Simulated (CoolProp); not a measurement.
Properties of tetradecamethylhexasiloxane (MD4M) along the isobar 0.166 MPa (Tc = 380.0 °C, pc = 0.8286 MPa, ω = 0.800).

The numbers come from the reference Helmholtz-energy equation of state, Thol 2019 in CoolProp.

```json
[
 {"T (°C)": "-49.35", "phase": "liquid", "density (kg/m³)": "959.4", "cv (kJ/(kg K))": "1.190", "isothermal compressibility (1/MPa)": "0.0008670", "fugacity coefficient": "3.746e-11"},
 {"T (°C)": "-22.15", "phase": "liquid", "density (kg/m³)": "932.5", "cv (kJ/(kg K))": "1.293", "isothermal compressibility (1/MPa)": "0.001049", "fugacity coefficient": "7.477e-9"},
 {"T (°C)": "4.95", "phase": "liquid", "density (kg/m³)": "906.2", "cv (kJ/(kg K))": "1.381", "isothermal compressibility (1/MPa)": "0.001273", "fugacity coefficient": "4.142e-7"},
 {"T (°C)": "32.15", "phase": "liquid", "density (kg/m³)": "879.9", "cv (kJ/(kg K))": "1.459", "isothermal compressibility (1/MPa)": "0.001553", "fugacity coefficient": "9.495e-6"},
 {"T (°C)": "59.25", "phase": "liquid", "density (kg/m³)": "853.7", "cv (kJ/(kg K))": "1.530", "isothermal compressibility (1/MPa)": "0.001904", "fugacity coefficient": "0.0001121"},
 {"T (°C)": "86.35", "phase": "liquid", "density (kg/m³)": "827.4", "cv (kJ/(kg K))": "1.595", "isothermal compressibility (1/MPa)": "0.002355", "fugacity coefficient": "0.0008120"},
 {"T (°C)": "113.55", "phase": "liquid", "density (kg/m³)": "800.6", "cv (kJ/(kg K))": "1.658", "isothermal compressibility (1/MPa)": "0.002946", "fugacity coefficient": "0.004073"},
 {"T (°C)": "140.65", "phase": "liquid", "density (kg/m³)": "773.4", "cv (kJ/(kg K))": "1.717", "isothermal compressibility (1/MPa)": "0.003736", "fugacity coefficient": "0.01518"},
 {"T (°C)": "167.85", "phase": "liquid", "density (kg/m³)": "745.3", "cv (kJ/(kg K))": "1.774", "isothermal compressibility (1/MPa)": "0.004833", "fugacity coefficient": "0.04515"},
 {"T (°C)": "194.95", "phase": "liquid", "density (kg/m³)": "716.1", "cv (kJ/(kg K))": "1.829", "isothermal compressibility (1/MPa)": "0.006407", "fugacity coefficient": "0.1112"},
 {"T (°C)": "222.15", "phase": "liquid", "density (kg/m³)": "685.2", "cv (kJ/(kg K))": "1.883", "isothermal compressibility (1/MPa)": "0.008803", "fugacity coefficient": "0.2365"}
]
```
